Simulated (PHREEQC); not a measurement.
Solution (25 °C): 0.14 mol Cu(NO3)2, 0.0029 mol HCl and 0.018 mol KCl per kg of water. Closed to the air; pH follows from the charge balance.

The numbers come from PHREEQC with the ion-association model, phreeqc.dat.

Precipitation was switched off in this run.

Task: Predict the pH, density.

Result: pH 2.65; density 1.019 g/cm³.

Task: In which forms is Cu present?

Result: Cu+2 99 %, CuCl+ 1.3 % of the Cu.

Complexes and solids missing from the database can't appear.
